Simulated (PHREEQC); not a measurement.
Model water analysis in mg/L, 35 °C, pH 2.06, pe 10.7:

| constituent | mg/L |
|---|---|
| Na | 95.5 |
| K | 16.9 |
| Ca | 60.5 |
| Mg | 30.1 |
| Cl | 125 |
| S(6) as SO4 | 1170 |
| Cu(2) | 6.62 |
| Mn(2) | 13.4 |
| Al | 0.0351 |
| Cd | 8.94 |

Valence states are taken as typed.

The numbers come from PHREEQC with the ion-association model, phreeqc.dat.

```json
{
 "ionic_strength": "0.0290 mol/kgw",
 "specific_conductance": "5960 µS/cm",
 "total_alkalinity": "-14.4 meq/kg",
 "charge_balance_error": "-6.3 %"
}
```

```tsv
species	molality	activity	log γ
H+	0.00997	0.00871	-0.059
SO4-2	0.00669	0.00353	-0.277
HSO4-	0.00442	0.00375	-0.071
Na+	0.00408	0.00348	-0.070
Cl-	0.00352	0.00298	-0.073
Ca+2	0.00109	0.000583	-0.271
```

No solid was allowed to form. Species that the database lacks are ignored.
